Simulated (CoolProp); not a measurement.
The fluid at 298.15 K and 0.0909 MPa flows at 0.067 m/s in a round tube of 100 mm bore and 15 µm roughness, fully developed (64/Re and Nu = 3.66 if laminar; Colebrook and Gnielinski if turbulent). The same conditions are run with several fluids, on thermodynamics alone (safety and materials aside).

The numbers come from the reference Helmholtz-energy equation of state of each fluid (CH2F2 (R32): Tillner-Roth 1997; ammonia: Gao 2020; CF4 (R14): Platzer 1990) in CoolProp. The equations of Platzer and Polt are older, rougher fits.

Task: Rank CH2F2 (R32), ammonia, CF4 (R14) by Reynolds number, highest first.

Result: CF4 (R14) (1260), CH2F2 (R32) (967), ammonia (418)

```json
[
 {"fluid": "CH2F2 (R32)", "Darcy friction factor": "0.0662", "pressure drop (Pa/m)": "0.00287", "heat-transfer coefficient (W/(m² K))": "0.498", "mass flow (kg/h)": "3.65"},
 {"fluid": "ammonia", "Darcy friction factor": "0.153", "pressure drop (Pa/m)": "0.00216", "heat-transfer coefficient (W/(m² K))": "0.912", "mass flow (kg/h)": "1.19"},
 {"fluid": "CF4 (R14)", "Darcy friction factor": "0.0509", "pressure drop (Pa/m)": "0.00370", "heat-transfer coefficient (W/(m² K))": "0.586", "mass flow (kg/h)": "6.13"}
]
```

Transport values come from each fluid's own correlations; those of CH2F2 (R32), CF4 (R14) are estimates that may be off by 10 % or more.
